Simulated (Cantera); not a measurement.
An isothermal, constant-pressure homogeneous reactor starts with N2O = 1 (molar parts), at 1425 K and 1.01 bar. Integrator tolerance rtol = 1e-08.

Cantera simulation using GRI-Mech 3.0 (53 species, 325 reactions); the numbers are that mechanism's predictions, not measurements. GRI-Mech 3.0 was tuned for natural gas; its chemistry of N2O as a main component is partial and can be far from experiment. The temperature is held fixed by assumption; the heat of reaction is taken as removed at once.

Question: What does this change do: temperature 1425 to 1200 K?

Answer: 
```tsv
quantity	before	after
x(N2O) at 4.00 s	3.71e-6 (gas-phase equilibrium 5.63e-8)	0.112 (gas-phase equilibrium 1.48e-8)
x(N2) at 4.00 s	0.612 (gas-phase equilibrium 0.666)	0.567 (gas-phase equilibrium 0.667)
x(NO) at 4.00 s	0.109 (gas-phase equilibrium 0.000968)	0.0491 (gas-phase equilibrium 0.000228)
x(O2) at 4.00 s	0.278 (gas-phase equilibrium 0.333)	0.271 (gas-phase equilibrium 0.333)
x(O) at 4.00 s	7.33e-7 (gas-phase equilibrium 8.00e-7)	4.91e-7 (gas-phase equilibrium 1.45e-8)
x(NO2) at 4.00 s	0.000856 (gas-phase equilibrium 8.33e-6)	0.000573 (gas-phase equilibrium 4.87e-6)
```
The mechanism lacks the step 2 NO + O2 → 2 NO2, which can matter for NO2 below about 1400 K.
